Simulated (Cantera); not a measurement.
Input (Python, Cantera) and output of one run.

```python
import numpy as np
import cantera as ct

gas_names = """
    B BH BH2 BH3 BO BO2 B2 B2O B2O2 B2O3 B3O3H3 H HBO HBO2 HO2 H2 H2O H2O2 H3B3O6 O OH O2 O3
""".split()
cond_names = """
    B(b) B(L) B2O3(L) B3O3H3(cr) H2O(s) H2O(L)
""".split()


# ... load() reads the species with a 1 bar reference pressure and builds the phases ...
atoms = {
    'B2H6': {'B': 2, 'H': 6},
    'O2': {'O': 2},
}
top_T = {}  # K; cautious upper limits of use, not melting points


# ... equilibrate(T, P, feed) seeds the gas with the atoms and calls Mixture.equilibrate('TP', solver="vcs", rtol=1e-11, max_steps=5000) ...
results = []
feed = {'B2H6': 1, 'O2': 0.46}  # mol
T = 850  # K
P = 7100  # Pa
mix = equilibrate(T, P, feed)
results.append((T, P, feed, dict(zip(mix.species_names, mix.species_moles))))
print(gas.report(threshold=1e-05))
for i in range(1, mix.n_phases):
    print(f"{mix.phase(i).name:16s} {mix.phase_moles(i):12.5e} mol")
```

It prints:

```
       temperature   850 K
          pressure   7100 Pa
           density   0.0021296 kg/m^3
  mean mol. weight   2.1198 kg/kmol
   phase of matter   gas

                          1 kg             1 kmol
                     ---------------   ---------------
          enthalpy        6.9355e+06        1.4702e+07  J
   internal energy        3.6016e+06        7.6348e+06  J
           entropy             86688        1.8376e+05  J/K
    Gibbs function       -6.6749e+07        -1.415e+08  J
 heat capacity c_p             14134             29962  J/K
 heat capacity c_v             10212             21647  J/K

                      mass frac. Y      mole frac. X     chem. pot. / RT
                     ---------------   ---------------   ---------------
            B3O3H3          0.050195         0.0012751           -222.16
                H2            0.9498           0.99872           -19.763
     [  +21 minor]        5.5541e-07        4.5308e-08

B(b)              1.38284e+00 mol
B2O3(L)           3.02844e-01 mol
B3O3H3(cr)        0.00000e+00 mol
```

Method: chemical equilibrium by Gibbs-energy minimisation in Cantera with the NASA 1993 tables (ideal gas, pure condensed phases). The feed counts by its element totals alone.
